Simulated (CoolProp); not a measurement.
CF4 (R14) at several states: fugacity coefficient from the reference equation and from simpler models built on Tc = 227.4 K, pc = 3.762 MPa, ω = 0.178; each cubic takes its own stable root.

The numbers come from the reference Helmholtz-energy equation of state, Platzer 1990 in CoolProp. This equation is an older, rougher fit.

```json
[
 {"T (K)": "259.6", "p (MPa)": "1.18", "phase": "gas", "reference": "0.9313"},
 {"T (K)": "206.4", "p (MPa)": "0.489", "phase": "gas", "reference": "0.9412"},
 {"T (K)": "251.7", "p (MPa)": "0.279", "phase": "gas", "reference": "0.9817"},
 {"T (K)": "278.9", "p (MPa)": "0.0996", "phase": "gas", "reference": "0.9953"},
 {"T (K)": "441", "p (MPa)": "2.82", "phase": "gas", "reference": "0.9891"}
]
```

Task: How far does each simpler model (van der Waals, Soave-Redlich-Kwong, Peng-Robinson) lie from the reference over these 5 states: mean and median of the absolute difference, and the worst?

Result: 
- van der Waals: mean 0.8 %, median 0.2 %, worst -2.4 % at 441 K and 2.82 MPa
- Soave-Redlich-Kwong: mean 0.1 %, median 0.1 %, worst +0.4 % at 441 K and 2.82 MPa
- Peng-Robinson: mean 0.5 %, median 0.6 %, worst -0.9 % at 259.6 K and 1.18 MPa
